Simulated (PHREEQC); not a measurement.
Consider water at 20 °C with 0.055 mol HF and 0.00036 mol (NH4)2SiF6 per kg of water. Closed to the air; pH follows from the charge balance.

Equilibrium calculation in PHREEQC: ion-association model, phreeqc.dat.

```csv
quantity,before,after
pH,2.19,2.60
ionic strength (mol/kgw),0.00802,0.00374
HF (mol/kgw),0.0470,0.00827
F- (mol/kgw),0.00591,0.00258
HF2- (mol/kgw),0.00102,7.84e-5
```

Q: What was changed between the two runs?
A. temperature from 20 to 25 °C
B. (NH4)2SiF6 left out
C. 0.023 mol/kgw HCl added
D. HF from 0.055 to 0.0495 mol/kgw
E. HF from 0.055 to 0.011 mol/kgw

A: E, HF from 0.055 to 0.011 mol/kgw

Precipitation was switched off in this run. SiF6-2 is the database's only silicon fluoride.
